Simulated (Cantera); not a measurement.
# Fluorocarbon and chlorocarbon gases: CHF3 + H2

Feed: 1 mol CHF3, 0.59 mol H2, at 0.0158 Torr.

These are equilibrium values from Cantera (NASA tables, ideal gas, pure condensed phases), not measurements of a reactor. Candidate condensed phases: C, C6H6, C7H8, C8H18; 110 gas species. Ions and electrons are included (thermal ionisation). The numbers say what is thermodynamically allowed, not how fast it happens.

From 2727 °C to 4727 °C nothing is condensed. The main C-bearing gas is C throughout.

| T (°C) | log p F | log p H | log p C | log p HF | log p C2 |
|---|---|---|---|---|---|
| 2727 | -5.00 | -5.14 | -5.52 | -6.33 | -6.95 |
| 2977 | -4.99 | -5.13 | -5.47 | -7.11 | -7.68 |
| 3227 | -4.99 | -5.13 | -5.47 | -7.79 | -8.37 |
| 3477 | -4.99 | -5.13 | -5.47 | -8.39 | -8.98 |
| 3727 | -4.99 | -5.13 | -5.47 | -8.91 | -9.51 |
| 3977 | -4.99 | -5.13 | -5.47 | -9.37 | -9.98 |
| 4227 | -4.99 | -5.13 | -5.47 | -9.78 | -10.41 |
| 4477 | -4.99 | -5.13 | -5.48 | -10.15 | -10.79 |
| 4727 | -4.99 | -5.13 | -5.48 | -10.49 | -11.15 |
log p: log10 of the partial pressure in bar; nothing condenses.
